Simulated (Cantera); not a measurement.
Input (Python, Cantera):

```python
import numpy as np
import cantera as ct

gas = ct.Solution("gri30.yaml")
gas.TPX = 398, 500000, {'CH4': 1, 'CO': 0.75, 'O2': 3.83, 'N2': 14.4, 'CO2': 1.9}
inlet = ct.Reservoir(gas, clone=True)
gas.equilibrate("HP")  # start burning
reactor = ct.IdealGasConstPressureReactor(gas, energy="on", clone=False)
exhaust = ct.Reservoir(gas, clone=True)
tau = [0.21, 0.058, 0.017, 0.0047, 0.0013, 0.00037, 0.0001, 3e-05, 8.4e-06][0]
for a, b in ((inlet, reactor), (reactor, exhaust)):
    ct.MassFlowController(a, b, mdot=lambda t: reactor.mass / tau)
net = ct.ReactorNet([reactor])
show = ['CH4', 'CO', 'O2', 'H', 'HO2']

rows = []
print(f"{'tau/s':>10s}{'T/K':>9s}" + "".join(f"{s:>11s}" for s in show))
for tau in [0.21, 0.058, 0.017, 0.0047, 0.0013, 0.00037, 0.0001, 3e-05, 8.4e-06]:
    net.initial_time = 0.0
    net.advance(30 * tau)
    before = gas.X
    net.advance(40 * tau)
    drift = np.max(np.abs(gas.X - before) / (gas.X + 1e-9))
    rows.append([gas.T, *gas[show].X, drift])
    print(f"{tau:10.3e}{gas.T:9.1f}" + "".join(f"{x:11.3e}" for x in gas[show].X))
```

Result:

```
     tau/s      T/K        CH4         CO         O2          H        HO2
 2.100e-01   1667.7  5.166e-06  1.624e-04  6.768e-02  5.500e-07  1.004e-06
 5.800e-02   1665.3  1.265e-05  3.979e-04  6.778e-02  1.685e-06  2.165e-06
 1.700e-02   1660.3  2.930e-05  9.381e-04  6.804e-02  5.190e-06  4.854e-06
 4.700e-03   1648.1  7.228e-05  2.328e-03  6.875e-02  1.690e-05  1.160e-05
 1.300e-03   1616.4  1.993e-04  6.063e-03  7.078e-02  5.118e-05  2.879e-05
 3.700e-04    398.0  4.570e-02  3.428e-02  1.750e-01  1.833e-29 -6.280e-20
 1.000e-04    398.0  4.570e-02  3.428e-02  1.750e-01  9.261e-30 -3.185e-22
 3.000e-05    398.0  4.570e-02  3.428e-02  1.750e-01  3.774e-30 -2.011e-23
 8.400e-06    398.0  4.570e-02  3.428e-02  1.750e-01  1.100e-30 -1.270e-24
```

Cantera simulation using GRI-Mech 3.0 (53 species, 325 reactions); the numbers are that mechanism's predictions, not measurements.
